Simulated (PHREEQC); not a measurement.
Consider water at 25 °C with 0.2 mmol/kgw Na2S, 0.0073 mmol/kgw HCl and 0.06 mmol/kgw MnCl2. Closed to the air; pH follows from the charge balance.

The numbers come from PHREEQC with the ion-association model, wateq4f.dat.

- pH: 10.23
- ionic strength: 0.000546 mol/kgw
- total alkalinity: 0.393 meq/kg

```csv
species,molality,activity,log γ
Na+,0.000400,0.000389,-0.012
HS-,0.000199,0.000194,-0.012
OH-,0.000175,0.000170,-0.012
Cl-,0.000127,0.000124,-0.012
Mn+2,4.27e-5,3.84e-5,-0.046
MnOH+,1.73e-5,1.68e-5,-0.011
S-2,4.44e-7,3.99e-7,-0.046
H2S,9.97e-8,9.97e-8,0.000
MnCl+,1.99e-8,1.94e-8,-0.011
Mn(OH)3-,3.09e-9,3.01e-9,-0.011
```

Precipitation was switched off in this run. Examples of supersaturated solids here: Pyrochroite. Others may be too. Species that the database lacks are ignored. The polysulfide entries of wateq4f.dat were taken out for this run.
